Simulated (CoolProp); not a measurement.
R1123 along the isotherm 378.9 K: density (kg/m³) from the reference equation and from simpler models built on Tc = 331.7 K, pc = 45.49 bar, ω = 0.243; each cubic takes its own stable root.

The numbers come from the reference Helmholtz-energy equation of state, Akasaka 2020 in CoolProp.

```csv
p (bar),phase,reference,ideal gas,Redlich-Kwong,Soave-Redlich-Kwong
0.216,gas,0.5630,0.5624,0.5630,0.5630
0.326,gas,0.8501,0.8488,0.8502,0.8501
0.491,gas,1.281,1.278,1.282,1.281
0.741,gas,1.936,1.929,1.937,1.936
1.12,gas,2.932,2.916,2.933,2.932
1.69,gas,4.437,4.400,4.438,4.436
2.54,gas,6.696,6.613,6.700,6.694
3.84,gas,10.19,9.998,10.20,10.18
5.79,gas,15.52,15.08,15.54,15.50
8.73,gas,23.76,22.73,23.81,23.72
13.2,gas,36.80,34.37,36.92,36.71
19.9,gas,57.65,51.81,57.96,57.42
30,gas,92.61,78.11,93.51,91.93
45.2,gas,156.0,117.7,159.1,153.6
68.2,supercritical,292.1,177.6,305.0,278.5
```
